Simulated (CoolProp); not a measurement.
R1336mzz(E) along the isotherm 410 K: density (kg/m³) from the reference equation and from simpler models built on Tc = 403.5 K, pc = 2.779 MPa, ω = 0.413; each cubic takes its own stable root.

Model: reference Helmholtz-energy equation of state, Akasaka 2023, in CoolProp.

```tsv
p (MPa)	phase	reference
0.38	gas	19.20
0.76	gas	40.57
1.14	gas	64.75
1.52	gas	92.80
1.9	gas	126.6
2.28	gas	169.9
2.66	gas	233.6
3.04	supercritical	389.3
3.42	supercritical	702.8
3.8	supercritical	778.8
4.18	supercritical	819.7
4.56	supercritical	848.5
4.94	supercritical	871.0
5.32	supercritical	889.6
5.7	supercritical	905.6
```

Question: How far does each simpler model (Soave-Redlich-Kwong, Peng-Robinson) lie from the reference over these 15 states: mean and median of the absolute difference, and the worst?

Answer: 
- Soave-Redlich-Kwong: mean 10.6 %, median 8.6 %, worst -22.5 % at 410 K and 3.42 MPa
- Peng-Robinson: mean 6.2 %, median 2.6 %, worst -15.6 % at 410 K and 3.42 MPa
